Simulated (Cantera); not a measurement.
**Stirred combustor or abatement burner**

A perfectly stirred reactor is fed with CH₄ : O₂ : N₂ = 1 : 4.44 : 16.7 (molar parts), equivalence ratio 0.45, at 12.0 bar; it is adiabatic with a 775 K inlet, and is followed from long to short residence time, starting on the burning branch (τ in s: 0.23, 0.098, 0.043, 0.019, 0.0081, 0.0035, 0.0015, 0.00067, 0.00029, 0.00013, 5.5e-05).

Cantera simulation using GRI-Mech 3.0 (53 species, 325 reactions); the numbers are that mechanism's predictions, not measurements. The pressure lies above the range GRI-Mech 3.0 was tuned for (to about 10 atm).

```tsv
τ (s)	T (K)	x CH₄	x O₂	x C₂H	x HCN	x CO	x H₂O	x CH₂O
0.23	1777	1.58e-6	0.110	<1e-12	2.90e-9	2.47e-5	0.0902	1.66e-7
0.098	1776	3.50e-6	0.110	<1e-12	3.10e-9	4.73e-5	0.0902	3.68e-7
0.043	1776	7.21e-6	0.110	<1e-12	3.47e-9	9.21e-5	0.0901	7.62e-7
0.019	1775	1.41e-5	0.110	1.41e-12	4.13e-9	0.000178	0.0901	1.50e-6
0.0081	1773	2.72e-5	0.110	4.64e-12	5.31e-9	0.000348	0.0900	2.96e-6
0.0035	1769	5.12e-5	0.110	1.33e-11	7.14e-9	0.000667	0.0899	5.68e-6
0.0015	1763	9.76e-5	0.111	3.50e-11	9.67e-9	0.00129	0.0897	1.11e-5
0.00067	1750	0.000188	0.112	8.19e-11	1.24e-8	0.00249	0.0893	2.19e-5
0.00029	1721	0.000435	0.114	1.95e-10	1.47e-8	0.00543	0.0884	5.17e-5
0.00013	775	0.0452	0.201	<1e-12	<1e-12	<1e-12	<1e-12	<1e-12
5.5e-5	775	0.0452	0.201	<1e-12	<1e-12	<1e-12	<1e-12	<1e-12
```
x: mole fraction; the columns are a selection and need not sum to one.
